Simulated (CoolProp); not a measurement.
Nitrogen along the isobar 153 bar: fugacity coefficient from the reference equation and from simpler models built on Tc = 126.2 K, pc = 33.96 bar, ω = 0.037; each cubic takes its own stable root.

Computed with CoolProp (reference Helmholtz-energy equation of state, Span 2000).

```
T (K)          phase   reference  Redlich-Kwong  Soave-Redlich-Kwong  Peng-Robinson
-----  -------------  ----------  -------------  -------------------  -------------
116.4         liquid      0.1845         0.1903               0.1894         0.1723
129.4  supercritical      0.2845         0.2927               0.2934         0.2671
142.4  supercritical      0.3925     (withheld)               0.4052         0.3697
155.4  supercritical      0.4984         0.5021               0.5140     (withheld)
168.4  supercritical      0.5946         0.5933           (withheld)         0.5621
181.4  supercritical      0.6772         0.6710               0.6962         0.6417
194.4  supercritical      0.7461         0.7357               0.7661     (withheld)
207.4  supercritical      0.8026         0.7889           (withheld)         0.7653
220.4  supercritical      0.8489         0.8325               0.8705         0.8122
233.4  supercritical      0.8869         0.8683               0.9089         0.8513
246.4  supercritical  (withheld)         0.8978               0.9403         0.8840
259.4  supercritical      0.9439         0.9222               0.9659         0.9112
272.5  supercritical      0.9654         0.9426               0.9872         0.9343
```

Question: Some entries are withheld; supply them.

Answer: 
- 142.4, Redlich-Kwong: 0.3999
- 155.4, Peng-Robinson: 0.4704
- 168.4, Soave-Redlich-Kwong: 0.6121
- 194.4, Peng-Robinson: 0.7090
- 207.4, Soave-Redlich-Kwong: 0.8236
- 246.4, reference: 0.9181
